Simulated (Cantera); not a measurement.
Feed: 1 mol MgO, 1.1 mol SO3, 0.059 mol O2, at 8.50 bar.

Equilibrium computed with Cantera from the NASA thermochemical tables; the gas is ideal and each condensed phase is pure. Candidate condensed phases: Mg, MgO, MgS, MgSO4, S; 14 gas species. The numbers say what is thermodynamically allowed, not how fast it happens.

Question: Which condensed phases are stable at each of these points (T (K)): 1048, 1123, 1198, 1273, 1348, 1423, 1498, 1573, 1648, 1723, 1798, 1873?

Answer: 
```
T (K)  condensed phases  Mg condensed (%)
-----  ----------------  ----------------
1048           MgSO4(s)             100.0
1123           MgSO4(s)             100.0
1198           MgSO4(s)             100.0
1273           MgSO4(s)             100.0
1348           MgSO4(s)             100.0
1423           MgSO4(l)             100.0
1498           MgSO4(l)             100.0
1573             MgO(s)             100.0
1648             MgO(s)             100.0
1723             MgO(s)             100.0
1798             MgO(s)             100.0
1873             MgO(s)             100.0
```

From 1048 K to 1348 K the condensed part is MgSO4(s). From 1423 K to 1498 K the condensed part is MgSO4(l). From 1573 K to 1873 K the condensed part is MgO(s).
